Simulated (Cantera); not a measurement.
Charge: 1 mol Pb, 0.56 mol CO, 75 mol N₂, at 723.15 K and 128 Torr.

These are equilibrium values from Cantera (NASA tables, ideal gas, pure condensed phases), not measurements of a reactor. Candidate condensed phases: C, Pb, PbO, PbO₂, Pb₃O₄; 27 gas species. The numbers say what is thermodynamically allowed, not how fast it happens.

Base state: N₂ 0.995, CO 0.00292, CO₂ 0.00225 (mole fractions); condensed: C(graphite) + Pb(l).

Task: What changes in the equilibrium state with this change: N₂ from 75 to 0.26 mol?

Result: 
```tsv
species	before	after
CO₂	0.00225	0.486
N₂	0.995	0.471
CO	0.00292	0.0428
C(graphite), mol	0.170	0.268
Pb(l), mol	1.000	1.00
```

Task: What changes in the equilibrium state with this change: N₂ from 75 to 0.4 mol?

Result: 
| species | before | after |
|---|---|---|
| N₂ | 0.995 | 0.577 |
| CO₂ | 0.00225 | 0.385 |
| CO | 0.00292 | 0.0381 |
| C(graphite), mol | 0.170 | 0.267 |
| Pb(l), mol | 1.000 | 1.00 |
